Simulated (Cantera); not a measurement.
# Thermodynamics of silicon carbide growth, feed SiHCl3 + CH4 + H2

Charge: 1 mol SiHCl3, 0.3 mol CH4, 2.6 mol H2, at 1048.15 K.

These are equilibrium values from Cantera (NASA tables, ideal gas, pure condensed phases), not measurements of a reactor. Candidate condensed phases: C, C6H6, C7H8, C8H18, Si, SiC; 109 gas species. The tables' values for SiCl3 are old estimates; treat these amounts as uncertain. Kinetics and transport are ignored.

From 100 Pa to 100000 Pa the condensed part is SiC(s). The main Si-bearing gas is SiCl4 throughout.

```json
[
 {"P (Pa)": "100", "x H2": "0.750", "x SiCl4": "0.115", "x HCl": "0.0975", "x SiHCl3": "0.00908", "x SiCl2": "0.0172", "x SiCl3": "0.0104", "n SiC(s)": "0.300"},
 {"P (Pa)": "220", "x H2": "0.761", "x SiCl4": "0.122", "x HCl": "0.0856", "x SiHCl3": "0.0112", "x SiCl2": "0.0109", "x SiCl3": "0.00855", "n SiC(s)": "0.300"},
 {"P (Pa)": "460", "x H2": "0.769", "x SiCl4": "0.127", "x HCl": "0.0775", "x SiHCl3": "0.0129", "x SiCl2": "0.00671", "x SiCl3": "0.00683", "n SiC(s)": "0.300"},
 {"P (Pa)": "1000", "x H2": "0.774", "x SiCl4": "0.131", "x HCl": "0.0717", "x SiHCl3": "0.0145", "x SiCl2": "0.00373", "x SiCl3": "0.00517", "n SiC(s)": "0.300"},
 {"P (Pa)": "2200", "x H2": "0.777", "x SiCl4": "0.133", "x HCl": "0.0679", "x SiHCl3": "0.0156", "x SiCl2": "0.00193", "x SiCl3": "0.00375", "n SiC(s)": "0.300"},
 {"P (Pa)": "4600", "x H2": "0.779", "x SiCl4": "0.135", "x HCl": "0.0658", "x SiHCl3": "0.0164", "x SiCl2": "0.000998", "x SiCl3": "0.00271", "n SiC(s)": "0.300"},
 {"P (Pa)": "10000", "x H2": "0.780", "x SiCl4": "0.136", "x HCl": "0.0644", "x SiHCl3": "0.0169", "x SiCl2": "0.000483", "x SiCl3": "0.00189", "n SiC(s)": "0.300"},
 {"P (Pa)": "22000", "x H2": "0.781", "x SiCl4": "0.137", "x HCl": "0.0632", "x SiHCl3": "0.0173", "x SiCl2": "0.000230", "x SiCl3": "0.00131", "n SiC(s)": "0.299"},
 {"P (Pa)": "46000", "x H2": "0.782", "x SiCl4": "0.137", "x HCl": "0.0612", "x SiHCl3": "0.0179", "x SiCl2": "0.000118", "x SiCl3": "0.000939", "n SiC(s)": "0.297"},
 {"P (Pa)": "100000", "x H2": "0.783", "x SiCl4": "0.138", "x HCl": "0.0561", "x SiHCl3": "0.0197", "x SiCl2": "6.48e-5", "x SiCl3": "0.000699", "n SiC(s)": "0.289"}
]
```
x: gas mole fraction; n: condensed amount in mol.
